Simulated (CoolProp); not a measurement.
Vapour-liquid equilibrium of CH2F2 (R32) (1) + R1234yf (2) at 294.8 K; x and y are mole fractions of (1).

Model: multi-fluid Helmholtz-energy mixture model, Tillner-Roth 1997 and Lemmon 2022; pair parameters Bell 2023, in CoolProp.

**Question.** Give the bubble pressure and the first vapour's composition at x = 0.15, 0.35, 0.45. Is there an azeotrope?

**Answer.** x = 0.15: 0.8181 MPa, y = 0.318; x = 0.35: 1.052 MPa, y = 0.560; x = 0.45: 1.152 MPa, y = 0.643. No azeotrope shows between x = 0.05 and 0.95.

Pair parameters are fitted to limited data, so mixtures are less certain than the pure fluids.
